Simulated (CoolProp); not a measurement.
Properties of R123 at several states (Tc = 456.8 K, pc = 3.662 MPa, ω = 0.282).

Model: reference Helmholtz-energy equation of state, Younglove 1994, in CoolProp. It is a modified Benedict-Webb-Rubin equation, recast in Helmholtz form.

```
T (K)  p (MPa)   phase  density (kg/m³)  Joule-Thomson coefficient (K/MPa)  isothermal compressibility (1/MPa)  fugacity coefficient
-----  -------  ------  ---------------  ---------------------------------  ----------------------------------  --------------------
204.7   0.0562  liquid             1684                            -0.4671                           0.0007341              0.006912
177.5    0.215  liquid             1745                            -0.4775                           0.0005836              9.686e-5
386        5.9  liquid             1243                           -0.01711                            0.005834                0.1752
```
